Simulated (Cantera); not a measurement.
A closed system holds: 1 mol C2F6, a varied amount of F2, 0.14 mol CH4, at 0.0533 Torr.

Cantera equilibrium calculation (NASA polynomials, part measured and part estimated; ideal gas, pure solids and liquids). Candidate condensed phases: C, C6H6, C7H8, C8H18; 95 gas species. The feed counts by its element totals alone. Kinetics and transport are ignored.

**Question.** What condenses at these points (T in K, n(F2) in mol): (1725, 0.62); (1725, 1.4); (1925, 1.4); (2525, 2.4); (1625, 1.9)?

**Answer.** 
| T (K) | n(F2) in mol | condensed phases | C condensed (%) |
|---|---|---|---|
| 1725 | 0.62 | C | 19.4 |
| 1725 | 1.4 | C | 0.7 |
| 1925 | 1.4 | gas only | 0.0 |
| 2525 | 2.4 | C | 62.6 |
| 1625 | 1.9 | gas only | 0.0 |
